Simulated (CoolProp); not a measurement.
Computed with CoolProp (reference Helmholtz-energy equation of state, Lemmon 2006). It is a short technical equation, of lower accuracy than the large ones.

Q: Give the vapour pressure (kPa), liquid density (kg/m³), enthalpy of vaporisation (kJ/kg), liquid cp (kJ/(kg K)) of saturated nitrous oxide at -70.05, -5.55, 2.55 °C.

A: 
| T (°C) | p (kPa) | liquid density (kg/m³) | enthalpy of vaporisation (kJ/kg) | liquid cp (kJ/(kg K)) |
|---|---|---|---|---|
| -70.05 | 272 | 1170 | 353 | 1.74 |
| -5.55 | 2700 | 934 | 246 | 2.17 |
| 2.55 | 3330 | 894 | 226 | 2.33 |
